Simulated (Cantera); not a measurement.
Cantera run, input and output.

```python
import numpy as np
import cantera as ct

gas = ct.Solution("gri30.yaml")
gas.TPX = 1475, 2500, {'CH4': 1, 'H2': 94}
reactor = ct.IdealGasConstPressureReactor(gas, energy="off", clone=False)
net = ct.ReactorNet([reactor])
net.rtol, net.atol = 1e-08, 1e-18
show = ['CH4', 'H2', 'C2H2', 'C2H6', 'CH3', 'C2H']
times = np.geomspace(0.0006, 200, 9)

steps = ct.SolutionArray(gas, extra=["t"])
rows = []
print(f"{'t/s':>10s}{'T/K':>9s}{'P/Pa':>11s}" + "".join(f"{s:>11s}" for s in show))
for t in times:
    while net.time < t:
        t_next = net.step()
        steps.append(gas.state, t=t_next)
    rows.append([np.interp(t, steps.t, y) for y in (steps.T, steps.P, *steps(*show).X.T)])
    print(f"{t:10.3e}{rows[-1][0]:9.1f}{rows[-1][1]:11.4g}" + "".join(f"{x:11.3e}" for x in rows[-1][2:]))
rate = np.gradient(steps.T, steps.t)
print("integrator steps:", len(steps.t))
if steps.T.max() > steps.T[0] + 200:
    print(f"time of steepest temperature rise: {steps.t[rate.argmax()]:.4e} s")
gas.TPX = 1475, 2500, {'CH4': 1, 'H2': 94}
gas.equilibrate("TP")
print(f"equilibrium (TP): T = {gas.T:.1f} K  " + "  ".join(f"{s} {gas[s].X[0]:.3e}" for s in show))
```

It prints:

```
       t/s      T/K       P/Pa        CH4         H2       C2H2       C2H6        CH3        C2H
 6.000e-04   1475.0       2500  1.053e-02  9.895e-01  1.420e-18  1.180e-14  2.296e-08  2.178e-28
 2.941e-03   1475.0       2500  1.053e-02  9.895e-01  6.735e-16  1.043e-12  1.035e-07  5.135e-25
 1.442e-02   1475.0       2500  1.053e-02  9.895e-01  4.239e-13  9.392e-11  4.982e-07  1.592e-21
 7.067e-02   1475.0       2500  1.052e-02  9.895e-01  4.107e-10  4.705e-09  2.416e-06  7.508e-18
 3.464e-01   1475.0       2500  1.051e-02  9.894e-01  5.279e-07  6.812e-08  1.024e-05  4.095e-14
 1.698e+00   1475.0       2500  1.043e-02  9.894e-01  3.410e-05  1.352e-07  1.623e-05  4.227e-12
 8.324e+00   1475.0       2500  1.004e-02  9.896e-01  2.268e-04  1.262e-07  1.568e-05  2.823e-11
 4.080e+01   1475.0       2500  8.469e-03  9.904e-01  1.000e-03  9.220e-08  1.337e-05  1.259e-10
 2.000e+02   1475.0       2500  4.790e-03  9.923e-01  2.809e-03  3.386e-08  7.783e-06  3.637e-10
integrator steps: 546
equilibrium (TP): T = 1475.0 K  CH4 1.804e-03  H2 9.938e-01  C2H2 4.276e-03  C2H6 1.005e-08  CH3 3.016e-06  C2H 5.696e-10
```

Computed with Cantera and GRI-Mech 3.0 (53 species, 325 reactions). GRI-Mech 3.0 stops at C3 and has no aromatics, soot or wall deposition, so with more carbon than oxygen in the feed, carbon stays in small species such as C2H2 where larger ones or solid carbon would form. Radical loss at walls, strong at low pressure, is not modelled.
